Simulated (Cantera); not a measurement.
Charge: 1 mol SiH2Cl2, 0.14 mol C3H8, 3.6 mol H2, held at 2125 K and 150 Pa.

Cantera equilibrium calculation (NASA polynomials, part measured and part estimated; ideal gas, pure solids and liquids). Candidate condensed phases: C, C6H6, C7H8, C8H18, Si, SiC; 109 gas species. The tables' values for SiCl, SiCl3 are old estimates; treat these amounts as uncertain. Gases not in the tables: Si2H6 and higher silanes. Equilibrium is a limit: real reactors are often held back by kinetics, nucleation or transport.

Base state: H2 0.629, HCl 0.193, H 0.0744, SiCl2 0.0400, Si 0.0375, Cl 0.0167, SiCl 0.00596, Si2C 0.00168 (mole fractions); condensed: SiC(s).

### Question
What changes in the equilibrium state with this change: temperature from 2125 K to 1150 K?

### Answer
```json
[
 {"species": "H2", "before": "0.629", "after": "0.805"},
 {"species": "HCl", "before": "0.193", "after": "0.118"},
 {"species": "SiCl2", "before": "0.0400", "after": "0.0381"},
 {"species": "H", "before": "0.0744", "after": "1.73e-6"},
 {"species": "Si", "before": "0.0375", "after": "<1e-9"},
 {"species": "SiCl4", "before": "7.89e-8", "after": "0.0256"},
 {"species": "Cl", "before": "0.0167", "after": "2.23e-7"},
 {"species": "Si2C", "before": "0.00168", "after": "<1e-9"},
 {"species": "SiH", "before": "0.000593", "after": "<1e-9"},
 {"species": "SiC(s), mol", "before": "0.405", "after": "0.420"},
 {"species": "Si(s), mol", "before": "0", "after": "0.123"}
]
```
Mutual solubility and eutectic melting of coexisting phases are not modelled. The tables' values for SiCl3 are old estimates; treat these amounts as uncertain.
